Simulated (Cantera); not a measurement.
Feed: 1 mol SiH₂Cl₂, 3.3 mol N₂, 1.7 mol H₂, held at 1550 K and 10.0 Torr.

Cantera equilibrium calculation (NASA polynomials, part measured and part estimated; ideal gas, pure solids and liquids). Candidate condensed phases: NH₄Cl, Si, Si₃N₄; 28 gas species. The tables' values for SiCl₃ are old estimates; treat these amounts as uncertain. Kinetics and transport are ignored.

Base state: N₂ 0.434, H₂ 0.307, HCl 0.216, SiCl₂ 0.0390, SiCl₃ 0.00321, SiCl₄ 0.000737, H 0.000151, SiHCl₃ 0.000128 (mole fractions); condensed: Si₃N₄(s).

Question: What changes in the equilibrium state with this change: temperature from 1550 K to 1625 K?

Answer: 
```csv
species,before,after
N₂,0.434,0.441
H₂,0.307,0.322
HCl,0.216,0.174
SiCl₂,0.0390,0.0600
SiCl,4.17e-6,2.15e-5
SiCl₄,0.000737,0.000247
H,0.000151,0.000347
"Si₃N₄(s), mol",0.240,0.195
```
The tables' values for SiCl₃, SiCl are old estimates; treat these amounts as uncertain.
